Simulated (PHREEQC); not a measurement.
Solution (25 °C): 0.46 mol/kgw ZnSO4, 0.086 mol/kgw ZnCl2 and 0.0055 mol/kgw HCl. Closed to the air; pH follows from the charge balance.

The numbers come from PHREEQC with the ion-association model, phreeqc.dat.

```
quantity                  before   after
------------------------  ------  ------
pH                          2.83    2.73
ionic strength (mol/kgw)    1.07   0.651
Zn+2 (mol/kgw)             0.280   0.177
ZnSO4 (mol/kgw)            0.165  0.0887
Cl- (mol/kgw)              0.155   0.160
SO4-2 (mol/kgw)            0.130  0.0689
```

What was changed between the two runs?
A) ZnSO4 from 0.46 to 0.23 mol/kgw
B) temperature from 25 to 70 °C
C) ZnSO4 replaced by KHSO4 at the same molality
D) HCl from 0.0055 to 0.00495 mol/kgw
E) HCl from 0.0055 to 0.00605 mol/kgw

A, ZnSO4 from 0.46 to 0.23 mol/kgw

Precipitation was switched off in this run. The ionic strength passes 0.7 mol/kgw, the rough limit of the ion-association models, in before.
